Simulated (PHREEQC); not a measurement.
Consider water at 25 °C with 0.0058 mol/kgw CdCl2, 0.00019 mol/kgw CaCl2, 0.00042 mol/kgw HCl and 0.00091 mol/kgw Na2SO4. Closed to the air; pH follows from the charge balance.

Equilibrium calculation in PHREEQC: ion-association model, phreeqc.dat.

Each row changes one thing in this solution. Precipitation was switched off in this run.

| case | pH | ionic strength (mol/kgw) | Cl- (mol/kgw) | SO4-2 (mol/kgw) | Ca+2 (mol/kgw) | HSO4- (mol/kgw) | SI of Gypsum (CaSO4:2H2O) | SI of Halite (NaCl) |
|---|---|---|---|---|---|---|---|---|
| as made | 3.44 | 0.0158 | 0.0102 | 0.000643 | 0.000182 | 1.57e-5 | -2.77 | -6.41 |
| temperature from 25 to 70 °C | 3.47 | 0.0155 | 0.0101 | 0.000602 | 0.000181 | 4.12e-5 | -2.73 | -6.46 |
| CaCl2 from 0.00019 to 9.5e-05 mol/kgw | 3.44 | 0.0156 | 0.0101 | 0.000644 | 9.11e-5 | 1.58e-5 | -3.07 | -6.42 |
| CdCl2 replaced by ZnCl2 at the same molality | 3.44 | 0.0198 | 0.0123 | 0.000616 | 0.000183 | 1.45e-5 | -2.83 | -6.34 |
| diluted 10-fold with water | 4.40 | 0.00198 | 0.00119 | 8.21e-5 | 1.88e-5 | 2.75e-7 | -4.40 | -8.28 |
| HCl from 0.00042 to 8.4e-05 mol/kgw | 4.14 | 0.0156 | 0.00993 | 0.000649 | 0.000182 | 3.19e-6 | -2.77 | -6.42 |

Species that the database lacks are ignored. At this temperature some constants are extrapolated from 25 °C, and those without enthalpy data are left unchanged.
